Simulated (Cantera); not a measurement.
An adiabatic, constant-volume homogeneous reactor starts with CH4 : O2 : N2 = 1 : 5.88 : 30 (molar parts), equivalence ratio 0.34, at 1725 K and 101000 Pa. Integrator tolerance rtol = 1e-08.

Computed with Cantera and GRI-Mech 3.0 (53 species, 325 reactions).

What does this change do: O2 5.88 to 2.7 parts?


```tsv
quantity	before	after
time of steepest temperature rise	0.194 ms	0.344 ms
temperature at 0.100 s	2370 K	2431 K
equilibrium temperature	2369 K	2431 K
x(CH4) at 0.100 s	<1e-12 (gas-phase equilibrium <1e-12)	<1e-12 (gas-phase equilibrium <1e-12)
x(O2) at 0.100 s	0.0974 (gas-phase equilibrium 0.0973)	0.0187 (gas-phase equilibrium 0.0186)
x(HCN) at 0.100 s	<1e-12 (gas-phase equilibrium <1e-12)	1.10e-11 (gas-phase equilibrium 1.10e-11)
x(OH) at 0.100 s	0.00512 (gas-phase equilibrium 0.00510)	0.00430 (gas-phase equilibrium 0.00430)
x(NO) at 0.100 s	0.0121 (gas-phase equilibrium 0.0125)	0.00641 (gas-phase equilibrium 0.00642)
```

What does this change do: 0.42 parts H2 added?


| quantity | before | after |
|---|---|---|
| time of steepest temperature rise | 0.194 ms | 87.5 µs |
| temperature at 0.100 s | 2370 K | 2428 K |
| equilibrium temperature | 2369 K | 2428 K |
| x(CH4) at 0.100 s | <1e-12 (gas-phase equilibrium <1e-12) | <1e-12 (gas-phase equilibrium <1e-12) |
| x(O2) at 0.100 s | 0.0974 (gas-phase equilibrium 0.0973) | 0.0902 (gas-phase equilibrium 0.0902) |
| x(HCN) at 0.100 s | <1e-12 (gas-phase equilibrium <1e-12) | 1.46e-12 (gas-phase equilibrium 1.46e-12) |
| x(OH) at 0.100 s | 0.00512 (gas-phase equilibrium 0.00510) | 0.00665 (gas-phase equilibrium 0.00665) |
| x(NO) at 0.100 s | 0.0121 (gas-phase equilibrium 0.0125) | 0.0133 (gas-phase equilibrium 0.0134) |
